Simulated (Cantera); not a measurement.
A perfectly stirred reactor is fed with CH4 : CO : O2 : N2 = 1 : 0.11 : 2.45 : 9.2 (molar parts), equivalence ratio 0.84, at 1200000 Pa; it is adiabatic with a 375 K inlet, and is followed from long to short residence time, starting on the burning branch (τ in s: 0.099, 0.046, 0.021, 0.01, 0.0046, 0.0022, 0.001, 0.00047, 0.00022, 0.0001, 4.7e-05).

Detailed kinetics in Cantera: GRI-Mech 3.0 (53 species, 325 reactions). The pressure lies above the range GRI-Mech 3.0 was tuned for (to about 10 atm).

Task: Predict: blow-out, bracketed by the residence times tried; x(CH4) at τ = 99.0 ms; x(CO) at τ = 99.0 ms; x(O2) at τ = 99.0 ms; x(HCO) at τ = 99.0 ms; x(HO2) at τ = 99.0 ms; x(CH4) at τ = 2.20 ms; x(CO) at τ = 2.20 ms; x(O2) at τ = 2.20 ms; x(HCO) at τ = 2.20 ms; x(HO2) at τ = 2.20 ms.

Result: 
| Property | Value |
|---|---|
| blow-out, bracketed by the residence times tried | burning at 47.0 µs, the shortest tried |
| x(CH4) at τ = 99.0 ms | 8.80e-7 |
| x(CO) at τ = 99.0 ms | 0.000569 |
| x(O2) at τ = 99.0 ms | 0.0304 |
| x(HCO) at τ = 99.0 ms | 1.86e-9 |
| x(HO2) at τ = 99.0 ms | 2.59e-6 |
| x(CH4) at τ = 2.20 ms | 2.79e-5 |
| x(CO) at τ = 2.20 ms | 0.00169 |
| x(O2) at τ = 2.20 ms | 0.0316 |
| x(HCO) at τ = 2.20 ms | 8.39e-8 |
| x(HO2) at τ = 2.20 ms | 4.48e-6 |
